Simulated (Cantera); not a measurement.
Input (Python, Cantera) and output of one run.

```python
import numpy as np
import cantera as ct

gas_names = """
    O2 CL2
""".split()
cond_names = """
    Ca(b) CaCL2(s) CaO(s)
""".split()


# ... load() reads the species with a 1 bar reference pressure and builds the phases ...
species = {s.name: s for s in load("nasa_gas.yaml", gas_names) + load("nasa_condensed.yaml", cond_names)}
T = 825
g = {n: (s.thermo.h(T) - T * s.thermo.s(T)) / (ct.gas_constant * T * np.log(10)) for n, s in species.items()}
valid = cond_names  # the entries whose range holds T


def stable(la, lb):
    # potentials (over RT ln 10) of the two non-metals from log10 p(O2) and log10 p(CL2) in bar
    mu = {}
    mu["O"] = (g["O2"] + la) / 2
    mu["Cl"] = (g["CL2"] + lb) / 2
    cost = {}
    for n in valid:
        c = species[n].composition
        cost[n] = (g[n] - sum(c.get(e, 0) * m for e, m in mu.items())) / c["Ca"]
    return min(cost, key=cost.get)


results = []
for lb in [0, -2, -4, -6, -8, -10, -12, -14, -16, -18, -20, -22, -24, -26, -28]:
    row = [stable(la, lb) for la in [-26, -24.8, -23.5, -22.3, -21, -19.8, -18.6, -17.3, -16.1, -14.9, -13.6, -12.4, -11.1, -9.9, -8.7, -7.4, -6.2, -5, -3.7, -2.5, -1.2, 0]]
    results.append(row)
    print(f"{lb:6.1f}  " + " ".join(f"{valid.index(n):x}" for n in row))
print("key: " + ", ".join(f"{i:x} {n}" for i, n in enumerate(valid)))
```

It prints:

```
   0.0  1 1 1 1 1 1 1 1 1 1 1 1 1 1 1 1 1 1 1 1 1 1
  -2.0  1 1 1 1 1 1 1 1 1 1 1 1 1 1 1 1 1 1 1 1 1 1
  -4.0  1 1 1 1 1 1 1 1 1 1 1 1 1 1 1 1 1 1 1 1 1 1
  -6.0  1 1 1 1 1 1 1 1 1 1 1 1 1 1 1 1 1 1 1 1 1 1
  -8.0  1 1 1 1 1 1 1 1 1 1 1 1 1 1 1 1 1 1 1 1 1 2
 -10.0  1 1 1 1 1 1 1 1 1 1 1 1 1 1 1 1 1 1 2 2 2 2
 -12.0  1 1 1 1 1 1 1 1 1 1 1 1 1 1 2 2 2 2 2 2 2 2
 -14.0  1 1 1 1 1 1 1 1 1 1 1 2 2 2 2 2 2 2 2 2 2 2
 -16.0  1 1 1 1 1 1 1 1 2 2 2 2 2 2 2 2 2 2 2 2 2 2
 -18.0  1 1 1 1 1 2 2 2 2 2 2 2 2 2 2 2 2 2 2 2 2 2
 -20.0  1 2 2 2 2 2 2 2 2 2 2 2 2 2 2 2 2 2 2 2 2 2
 -22.0  2 2 2 2 2 2 2 2 2 2 2 2 2 2 2 2 2 2 2 2 2 2
 -24.0  2 2 2 2 2 2 2 2 2 2 2 2 2 2 2 2 2 2 2 2 2 2
 -26.0  2 2 2 2 2 2 2 2 2 2 2 2 2 2 2 2 2 2 2 2 2 2
 -28.0  2 2 2 2 2 2 2 2 2 2 2 2 2 2 2 2 2 2 2 2 2 2
key: 0 Ca(b), 1 CaCL2(s), 2 CaO(s)
```

Source: NASA polynomial tables (part measured, part estimated), evaluated in Cantera. Not in the tables: oxide halides.
